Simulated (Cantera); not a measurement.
# Al + HCl (aluminium and copper etching)

A closed system holds: 1 mol Al, a varied amount of HCl, held at 748.15 K and 133 Pa.

Cantera equilibrium calculation (NASA polynomials, part measured and part estimated; ideal gas, pure solids and liquids). Candidate condensed phases: Al, AlCl₃; 12 gas species. The tables' values for AlCl₂ are old estimates; treat these amounts as uncertain. Kinetics and transport are ignored.

From 2.2 mol HCl to 2.7 mol HCl the condensed part is Al(s). From 3.4 mol HCl to 10 mol HCl nothing is condensed. The main Al-bearing gas is AlCl₃ throughout.

```csv
n(HCl) (mol),log p HCl,log p H₂,log p AlCl₃,log p Al₂Cl₆,log p AlCl,log p AlCl₂,n Al(s)
2.2,-8.47,-3.10,-3.28,-5.50,-5.77,-6.24,0.265
2.7,-8.47,-3.10,-3.28,-5.50,-5.77,-6.24,0.0978
3.4,-3.73,-3.16,-3.34,-5.62,<-14,-11.07,0
4.3,-3.34,-3.28,-3.46,-5.85,<-14,-11.64,0
5.3,-3.19,-3.38,-3.56,-6.06,<-14,-11.93,0
6.7,-3.10,-3.49,-3.67,-6.28,<-14,-12.20,0
8.3,-3.04,-3.59,-3.77,-6.48,<-14,-12.40,0
10,-3.01,-3.68,-3.85,-6.65,<-14,-12.56,0
```
log p: log10 of the partial pressure in bar; n: condensed amount in mol.
